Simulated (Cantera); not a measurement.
An adiabatic, constant-pressure homogeneous reactor starts with CO : H₂ : CH₄ : O₂ : N₂ = 1 : 0.069 : 1.4 : 5.47 : 60.1 (molar parts), at 1425 K and 4.93 atm. Integrator tolerance rtol = 1e-08.

Cantera simulation using GRI-Mech 3.0 (53 species, 325 reactions); the numbers are that mechanism's predictions, not measurements.

### Question
What does this change do: N2 60.1 to 77 parts?

### Answer
| quantity | before | after |
|---|---|---|
| time of steepest temperature rise | 1.12 ms | 1.42 ms |
| temperature at 9.00 s | 1987 K | 1883 K |
| equilibrium temperature | 1987 K | 1882 K |
| x(CO) at 9.00 s | 0.000109 (gas-phase equilibrium 0.000109) | 3.83e-5 (gas-phase equilibrium 3.80e-5) |
| x(H₂) at 9.00 s | 2.86e-5 (gas-phase equilibrium 2.86e-5) | 1.10e-5 (gas-phase equilibrium 1.10e-5) |
| x(CH₄) at 9.00 s | <1e-12 (gas-phase equilibrium <1e-12) | <1e-12 (gas-phase equilibrium <1e-12) |
| x(HCN) at 9.00 s | <1e-12 (gas-phase equilibrium <1e-12) | <1e-12 (gas-phase equilibrium <1e-12) |
| x(CH₂CO) at 9.00 s | <1e-12 (gas-phase equilibrium <1e-12) | <1e-12 (gas-phase equilibrium <1e-12) |
| x(H) at 9.00 s | 3.58e-6 (gas-phase equilibrium 3.58e-6) | 1.05e-6 (gas-phase equilibrium 1.03e-6) |

### Question
What does this change do: pressure from 4.93 atm to 5.92 atm?

### Answer
```csv
quantity,before,after
time of steepest temperature rise,1.12 ms,0.977 ms
temperature at 9.00 s,1987 K,1987 K
equilibrium temperature,1987 K,1987 K
x(CO) at 9.00 s,0.000109 (gas-phase equilibrium 0.000109),9.96e-5 (gas-phase equilibrium 9.96e-5)
x(H₂) at 9.00 s,2.86e-5 (gas-phase equilibrium 2.86e-5),2.62e-5 (gas-phase equilibrium 2.62e-5)
x(CH₄) at 9.00 s,<1e-12 (gas-phase equilibrium <1e-12),<1e-12 (gas-phase equilibrium <1e-12)
x(HCN) at 9.00 s,<1e-12 (gas-phase equilibrium <1e-12),<1e-12 (gas-phase equilibrium <1e-12)
x(CH₂CO) at 9.00 s,<1e-12 (gas-phase equilibrium <1e-12),<1e-12 (gas-phase equilibrium <1e-12)
x(H) at 9.00 s,3.58e-6 (gas-phase equilibrium 3.58e-6),3.13e-6 (gas-phase equilibrium 3.13e-6)
```

### Question
What does this change do: initial temperature 1425 to 1673 K?

### Answer
```json
[
 {"quantity": "time of steepest temperature rise", "before": "1.12 ms", "after": "0.114 ms"},
 {"quantity": "temperature at 9.00 s", "before": "1987 K", "after": "2212 K"},
 {"quantity": "equilibrium temperature", "before": "1987 K", "after": "2212 K"},
 {"quantity": "x(CO) at 9.00 s", "before": "0.000109 (gas-phase equilibrium 0.000109)", "after": "0.000604 (gas-phase equilibrium 0.000604)"},
 {"quantity": "x(H₂) at 9.00 s", "before": "2.86e-5 (gas-phase equilibrium 2.86e-5)", "after": "0.000135 (gas-phase equilibrium 0.000135)"},
 {"quantity": "x(CH₄) at 9.00 s", "before": "<1e-12 (gas-phase equilibrium <1e-12)", "after": "<1e-12 (gas-phase equilibrium <1e-12)"},
 {"quantity": "x(HCN) at 9.00 s", "before": "<1e-12 (gas-phase equilibrium <1e-12)", "after": "<1e-12 (gas-phase equilibrium <1e-12)"},
 {"quantity": "x(CH₂CO) at 9.00 s", "before": "<1e-12 (gas-phase equilibrium <1e-12)", "after": "<1e-12 (gas-phase equilibrium <1e-12)"},
 {"quantity": "x(H) at 9.00 s", "before": "3.58e-6 (gas-phase equilibrium 3.58e-6)", "after": "3.16e-5 (gas-phase equilibrium 3.16e-5)"}
]
```
